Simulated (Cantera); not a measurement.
A perfectly stirred reactor is fed with CO : O2 : H2O : N2 = 0.013 : 0.008 : 0.015 : 1 (molar parts), at 518 Torr; it is held at 925 K, and followed from long to short residence time.

Computed with Cantera and GRI-Mech 3.0 (53 species, 325 reactions).

x: mole fraction; the columns are a selection and need not sum to one.

```tsv
τ (s)	x CO	x O2	x H2O	x H	x H2
9.8	0.00732	0.00515	0.0144	?	7.76e-5
3.3	0.0104	0.00667	0.0144	9.31e-8	6.19e-5
1.1	0.0119	0.00740	0.0145	?	3.03e-5
0.37	0.0124	0.00763	0.0145	?	9.89e-6
0.13	0.0125	0.00770	0.0145	?	2.29e-6
0.043	0.0125	0.00772	0.0145	?	1.77e-7
0.014	0.0125	0.00772	0.0145	1.39e-11	3.00e-11
0.0048	0.0125	0.00772	0.0145	3.44e-12	2.56e-12
0.0016	0.0125	0.00772	0.0145	1.11e-12	<1e-12
```

### Question
Fill in the missing entries.

### Answer

- 9.8, x H: 1.01e-7
- 1.1, x H: 7.67e-8
- 0.37, x H: 6.06e-8
- 0.13, x H: 4.17e-8
- 0.043, x H: 1.46e-8
